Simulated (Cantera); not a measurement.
Charge: 1 mol Si, 0.43 mol H2, 0.55 mol HCl, held at 948 K and 8250 Torr.

These are equilibrium values from Cantera (NASA tables, ideal gas, pure condensed phases), not measurements of a reactor. Candidate condensed phases: Si; 19 gas species. The tables' values for SiCl3 are old estimates; treat these amounts as uncertain. Equilibrium is a limit: real reactors are often held back by kinetics, nucleation or transport.

Base state: H2 0.802, SiCl4 0.0931, SiHCl3 0.0916, SiH2Cl2 0.00914, HCl 0.00367, SiCl3 0.000265, SiH3Cl 0.000227, SiCl2 2.55e-5 (mole fractions); condensed: Si(s).

Task: What changes in the equilibrium state with this change: H2 from 0.43 to 2.5 mol?

Result: 
```
species       before    after
----------  --------  -------
H2             0.802    0.940
SiHCl3        0.0916   0.0319
SiCl4         0.0931   0.0205
SiCl3       0.000265  8.51e-5
SiCl2        2.55e-5  1.20e-5
SiH2Cl2      0.00914  0.00502
HCl          0.00367  0.00272
Si(s), mol     0.840    0.834
```

Task: What changes in the equilibrium state with this change: Si replaced by SiCl4?

Result: 
| species | before | after |
|---|---|---|
| SiCl4 | 0.0931 | 0.503 |
| HCl | 0.00367 | 0.280 |
| H2 | 0.802 | 0.215 |
| SiHCl3 | 0.0916 | 0.00175 |
| SiH3Cl | 0.000227 | <1e-9 |
| SiH2Cl2 | 0.00914 | 6.14e-7 |
| SiCl2 | 2.55e-5 | 6.38e-9 |
| Si(s), mol | 0.840 | 0 |
